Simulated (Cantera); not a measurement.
Equilibrium for iron carbonyl, mercury and lead vapours: Pb + O₂ + N₂

A closed system holds: 1 mol Pb, a varied amount of O₂, 1.7 mol N₂, equilibrated at 1673 K and 0.340 bar.

Cantera equilibrium calculation (NASA polynomials, part measured and part estimated; ideal gas, pure solids and liquids). Candidate condensed phases: Pb, PbO, PbO₂, Pb₃O₄; 12 gas species. Gases not in the tables: (PbO)n polymers. Rates play no part.

```
n(O₂) (mol)   x N₂    x Pb   x PbO      x O₂      x NO  n Pb(l)  n PbO(l)
-----------  -----  ------  ------  --------  --------  -------  --------
0.041        0.647   0.321  0.0312   5.56e-6   1.22e-5   0.0726         0
0.063        0.632   0.321  0.0468   1.25e-5   1.80e-5  0.00780         0
0.096        0.630   0.299  0.0710   3.33e-5   2.94e-5        0         0
0.15         0.630   0.259   0.111  0.000108   5.29e-5        0         0
0.22         0.629   0.208   0.162  0.000358   9.65e-5        0         0
0.34         0.684   0.131   0.183   0.00115  0.000180        0     0.218
0.52         0.763  0.0292   0.183    0.0232  0.000854        0     0.527
```
x: gas mole fraction; n: condensed amount in mol.

From 0.041 mol O₂ to 0.063 mol O₂ the condensed part is Pb(l). From 0.096 mol O₂ to 0.22 mol O₂ nothing is condensed. From 0.34 mol O₂ to 0.52 mol O₂ the condensed part is PbO(l).
